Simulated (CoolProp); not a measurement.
Vapour-liquid equilibrium of R114 (1) + R113 (2) at 6.79 bar; x and y are mole fractions of (1).

Model: multi-fluid Helmholtz-energy mixture model, Platzer 1990 and Marx 1992; pair parameters Bell 2016, in CoolProp. This equation is an older, rougher fit; its heat capacities, sound speeds and derivatives of the liquid may be far off and weren't checked against measurements.

```tsv
x	bubble temperature (K)	y at the bubble point	dew temperature at overall composition x (K)	liquid density (mol/L)
0.05	389.0	0.114	391.3	7.040
0.15	381.4	0.310	387.7	7.147
0.25	374.4	0.467	383.8	(withheld)
0.35	(withheld)	0.592	379.7	7.331
0.45	(withheld)	0.693	(withheld)	7.409
0.55	357.4	(withheld)	370.4	7.477
0.65	(withheld)	0.840	(withheld)	7.538
0.75	(withheld)	0.895	359.0	7.591
0.85	344.8	0.942	352.1	7.636
0.95	341.3	0.982	344.1	7.676
```

### Question
What belongs in the gaps?

### Answer

- 0.25, liquid density (mol/L): 7.244
- 0.35, bubble temperature (K): 368.2
- 0.45, bubble temperature (K): 362.5
- 0.45, dew temperature at overall composition x (K): 375.2
- 0.55, y at the bubble point: 0.774
- 0.65, bubble temperature (K): 352.8
- 0.65, dew temperature at overall composition x (K): 365.0
- 0.75, bubble temperature (K): 348.6

No azeotrope shows between x = 0.05 and 0.95.

Pair parameters are fitted to limited data, so mixtures are less certain than the pure fluids.
